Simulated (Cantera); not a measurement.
## Stirred combustor or abatement burner

A perfectly stirred reactor is fed with 4.68 % CO, 6.55 % H2, 2.29 % CH4, 18.2 % O2, 68.3 % N2, at 3980 Torr; it is adiabatic with a 300 K inlet, and is followed from long to short residence time, starting on the burning branch (τ in s: 0.032, 0.018, 0.01, 0.0056, 0.0031, 0.0018, 0.00098, 0.00055, 0.00031, 0.00017, 9.6e-05, 5.4e-05).

Computed with Cantera and GRI-Mech 3.0 (53 species, 325 reactions).

```
τ (s)    T (K)      x CO      x H2     x CH4    x CH3    x NO2
-------  -----  --------  --------  --------  -------  -------
0.032     1725  0.000322   5.28e-5   6.41e-6  1.26e-6  6.27e-8
0.018     1723  0.000480   7.71e-5   9.37e-6  1.83e-6  6.94e-8
0.010     1720  0.000721  0.000114   1.38e-5  2.65e-6  7.52e-8
0.0056    1716   0.00108  0.000167   2.02e-5  3.78e-6  7.71e-8
0.0031    1711   0.00162  0.000249   2.98e-5  5.36e-6  7.34e-8
0.0018    1703   0.00236  0.000358   4.29e-5  7.34e-6  6.54e-8
0.00098   1690   0.00361  0.000540   6.53e-5  1.04e-5  5.36e-8
0.00055   1672   0.00545  0.000802   9.97e-5  1.45e-5  4.25e-8
0.00031   1645   0.00831   0.00121  0.000159  2.06e-5  3.28e-8
0.00017   1596    0.0135   0.00196  0.000288  3.12e-5  2.37e-8
9.6e-5     300    0.0468    0.0655    0.0229   <1e-12   <1e-12
5.4e-5     300    0.0468    0.0655    0.0229   <1e-12   <1e-12
```
x: mole fraction; the columns are a selection and need not sum to one.
